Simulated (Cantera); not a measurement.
A closed system holds: 1 mol SO2, 1.2 mol O2, held at 2652 °C and 22.0 bar.

These are equilibrium values from Cantera (NASA tables, ideal gas, pure condensed phases), not measurements of a reactor. Candidate condensed phases: S; 10 gas species. Kinetics and transport are ignored.

Base state: O2 0.536, SO2 0.443, O 0.0136, SO 0.00591, SO3 0.00149, S 1.69e-5 (mole fractions); condensed: gas only.

Question: What changes in the equilibrium state with this change: pressure from 22.0 bar to 6.70 bar?

Answer: 
```tsv
species	before	after
O2	0.536	0.529
SO2	0.443	0.435
O	0.0136	0.0244
SO	0.00591	0.0106
S	1.69e-5	5.52e-5
SO3	0.00149	0.000802
```
